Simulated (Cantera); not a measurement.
Charge: 1 mol Cu, 9.9 mol NH3, 9.8 mol H2, at 773.15 K and 0.100 bar.

Method: chemical equilibrium by Gibbs-energy minimisation in Cantera with the NASA 1993 tables (ideal gas, pure condensed phases). Candidate condensed phases: Cu; 11 gas species. Kinetics and transport are ignored.

Base state: H2 0.833, N2 0.167, NH3 0.000123 (mole fractions); condensed: Cu(s).

### Question
What changes in the equilibrium state with this change: temperature from 773.15 K to 2073 K?

### Answer
```tsv
species	before	after
H2	0.833	0.799
N2	0.167	0.161
Cu	<1e-9	0.0324
H	<1e-9	0.00743
Cu2	<1e-9	6.66e-5
NH3	0.000123	5.12e-7
Cu(s), mol	1.00	0
```
